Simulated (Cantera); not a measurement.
Cantera run:

```python
import numpy as np
import cantera as ct

gas_names = """
    B BH BH2 BH3 BN B2 H H2 N NH NH2 NH3 N2 N2H2 N2H4
""".split()
cond_names = """
    B(b) B(L) BN(s)
""".split()


# ... load() reads the species with a 1 bar reference pressure and builds the phases ...
atoms = {
    'B2H6': {'B': 2, 'H': 6},
    'NH3': {'N': 1, 'H': 3},
}
top_T = {'BN(s)': 3200}  # K; cautious upper limits of use, not melting points


# ... equilibrate(T, P, feed) seeds the gas with the atoms and calls Mixture.equilibrate('TP', solver="vcs", rtol=1e-11, max_steps=5000) ...
results = []
T = 2075  # K
P = 2400  # Pa
for m in [0.53, 0.77, 1.1, 1.7, 2.4, 3.6, 5.2]:
    feed = {'B2H6': 1, 'NH3': m}  # mol
    mix = equilibrate(T, P, feed)
    results.append((T, P, feed, dict(zip(mix.species_names, mix.species_moles))))

top = {s: max(r[3][s] / sum(r[3][g] for g in gas_names) for r in results) for s in gas_names}
cols = sorted((s for s in top if top[s] > 0.001), key=lambda s: -top[s])[:6]
seen = [c for c in cond_names if any(r[3].get(c, 0) > 1e-12 for r in results)]
print("log10 of partial pressures in bar; condensed amounts in mol")
print(f"{'n(NH3)':>10s}" + "".join(f"{s[:9]:>10s}" for s in cols + seen))
for T, P, feed, n in results:
    ng = sum(n[g] for g in gas_names)
    print(f"{feed['NH3']:10.4g}" + "".join(f"{np.log10(max(n[s] / ng * P / 1e5, 1e-99)):10.3f}" for s in cols)
          + "".join(f"{n.get(c, 0):10.4g}" for c in seen))
```

It prints:

```
log10 of partial pressures in bar; condensed amounts in mol
    n(NH3)        H2        N2         H      B(b)     BN(s)
      0.53    -1.634    -3.461    -3.391     1.579     0.418
      0.77    -1.634    -3.461    -3.391      1.35    0.6473
       1.1    -1.634    -3.461    -3.391     1.034    0.9627
       1.7    -1.634    -3.461    -3.391    0.4598     1.536
       2.4    -1.641    -3.151    -3.395         0     1.997
       3.6    -1.667    -2.683    -3.408         0     1.997
       5.2    -1.687    -2.512    -3.418         0     1.997
```

These are equilibrium values from Cantera (NASA tables, ideal gas, pure condensed phases), not measurements of a reactor. The feed counts by its element totals alone. Mutual solubility and eutectic melting of coexisting phases are not modelled. The tables' values for BH2 are old estimates; treat these amounts as uncertain.
